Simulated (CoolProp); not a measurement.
Vapour-liquid equilibrium of C2F6 (R116) (1) + propane (2) at 269 K; x and y are mole fractions of (1).

Computed with CoolProp (multi-fluid Helmholtz-energy mixture model, Lemmon 2006 and Lemmon 2009; pair parameters Bell 2016).

Task: Give the bubble pressure and the first vapour's composition at x = 0.55, 0.75, 0.85. Is there an azeotrope?

Result: x = 0.55: 1.419 MPa, y = 0.738; x = 0.75: 1.546 MPa, y = 0.820; x = 0.85: 1.600 MPa, y = 0.879. No azeotrope shows between x = 0.05 and 0.95.

The pair parameters rest on a limited set of measurements; away from them the model extrapolates. With so large a gap from Raoult's law the liquid may split in two, which this calculation doesn't test in full.
